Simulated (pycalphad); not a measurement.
**Freezing of Si-Cu alloys with rising Cu**

All values are pycalphad results on the COST 507 light-alloy database (1999) (1 atm), not direct measurements. These are 1990s assessments: newer ones move some temperatures and phases. Amounts are mole fractions of atoms.

Scheil-Gulliver runs (no diffusion in the solid, steps of 4 K) beside full equilibrium.

```
alloy              liquidus (K)  Scheil, half solid (K)  Scheil, 80 % solid (K)  Scheil, invariant end (K)  liquid left at that end  equilibrium solidus (K)
-----------------  ------------  ----------------------  ----------------------  -------------------------  -----------------------  -----------------------
Si-20.55Cu (at.%)          1561                    1413    at the invariant end                       1074                     0.30                     1074
Si-30.82Cu (at.%)          1488                    1212    at the invariant end                       1074                     0.44                     1074
Si-41.1Cu (at.%)           1413    at the invariant end    at the invariant end                       1074                     0.59                     1074
```
